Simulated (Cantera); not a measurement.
A Cantera script and its output.

```python
import numpy as np
import cantera as ct

gas = ct.Solution("gri30.yaml")
gas.TPX = 600, 63000, {'CH3OH': 1, 'O2': 1.15, 'N2': 4.34, 'CO2': 0.014}
inlet = ct.Reservoir(gas, clone=True)
gas.equilibrate("HP")  # start burning
reactor = ct.IdealGasConstPressureReactor(gas, energy="on", clone=False)
exhaust = ct.Reservoir(gas, clone=True)
tau = [0.25, 0.084, 0.028, 0.0094, 0.0032, 0.0011, 0.00036, 0.00012, 4e-05, 1.4e-05][0]
for a, b in ((inlet, reactor), (reactor, exhaust)):
    ct.MassFlowController(a, b, mdot=lambda t: reactor.mass / tau)
net = ct.ReactorNet([reactor])
show = ['CH3OH', 'O2', 'NO', 'CH2CO', 'O', 'CO2', 'H2O']

rows = []
print(f"{'tau/s':>10s}{'T/K':>9s}" + "".join(f"{s:>11s}" for s in show))
for tau in [0.25, 0.084, 0.028, 0.0094, 0.0032, 0.0011, 0.00036, 0.00012, 4e-05, 1.4e-05]:
    net.initial_time = 0.0
    net.advance(30 * tau)
    before = gas.X
    net.advance(40 * tau)
    drift = np.max(np.abs(gas.X - before) / (gas.X + 1e-9))
    rows.append([gas.T, *gas[show].X, drift])
    print(f"{tau:10.3e}{gas.T:9.1f}" + "".join(f"{x:11.3e}" for x in gas[show].X))
```

Result:

```
     tau/s      T/K      CH3OH         O2         NO      CH2CO          O        CO2        H2O
 2.500e-01   2256.3  5.045e-07  4.411e-04  4.194e-04  5.041e-10  1.488e-04  7.581e-02  2.335e-01
 8.400e-02   2240.2  1.157e-06  7.686e-04  3.886e-04  8.890e-10  2.595e-04  7.543e-02  2.319e-01
 2.800e-02   2211.5  2.509e-06  1.458e-03  3.080e-04  1.535e-09  5.032e-04  7.470e-02  2.291e-01
 9.400e-03   2167.5  5.402e-06  2.654e-03  2.091e-04  2.977e-09  9.506e-04  7.351e-02  2.250e-01
 3.200e-03   2111.2  1.208e-05  4.321e-03  1.342e-04  6.944e-09  1.598e-03  7.194e-02  2.198e-01
 1.100e-03   2052.2  2.915e-05  6.297e-03  8.783e-05  2.108e-08  2.292e-03  7.000e-02  2.148e-01
 3.600e-04   1996.2  8.263e-05  8.980e-03  5.768e-05  1.006e-07  2.784e-03  6.663e-02  2.110e-01
 1.200e-04   1931.8  2.835e-04  1.480e-02  3.360e-05  7.907e-07  2.669e-03  5.773e-02  2.085e-01
 4.000e-05    600.0  1.538e-01  1.768e-01  1.582e-19  2.936e-19  4.261e-26  2.153e-03  3.243e-15
 1.400e-05    600.0  1.538e-01  1.768e-01  1.572e-24  2.922e-24  3.906e-26  2.153e-03  3.229e-20
```

Computed with Cantera and GRI-Mech 3.0 (53 species, 325 reactions). GRI-Mech 3.0 was tuned for natural gas; its chemistry of methanol as a main component is partial and can be far from experiment.
